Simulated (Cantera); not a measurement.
**SiCl4 + NH3 + N2 (silicon nitride deposition)**

Input: 1 mol SiCl4, a varied amount of NH3, 92 mol N2, held at 6000 Pa.

These are equilibrium values from Cantera (NASA tables, ideal gas, pure condensed phases), not measurements of a reactor. Candidate condensed phases: NH4Cl, Si, Si3N4; 28 gas species. The tables' values for SiCl3 are old estimates. Equilibrium is a limit: real reactors are often held back by kinetics, nucleation or transport.

Stable condensed phases:

```
T in K \ n(NH3) in mol
         0.47 0.69    1  1.5  2.2  3.2  4.6  6.8  9.9   15
   1698     A    A    A    B    B    B    B    B    B    B
   1648     A    A    A    B    B    B    B    B    B    B
   1598     A    A    B    B    B    B    B    B    B    B
   1548     A    A    B    B    B    B    B    B    B    B
   1498     A    B    B    B    B    B    B    B    B    B
   1448     B    B    B    B    B    B    B    B    B    B
   1398     B    B    B    B    B    B    B    B    B    B
   1348     B    B    B    B    B    B    B    B    B    B
   1298     B    B    B    B    B    B    B    B    B    B
   1248     B    B    B    B    B    B    B    B    B    B
   1198     B    B    B    B    B    B    B    B    B    B
   1148     B    B    B    B    B    B    B    B    B    B
   1098     B    B    B    B    B    B    B    B    B    B
```

A: gas only; B: Si3N4.
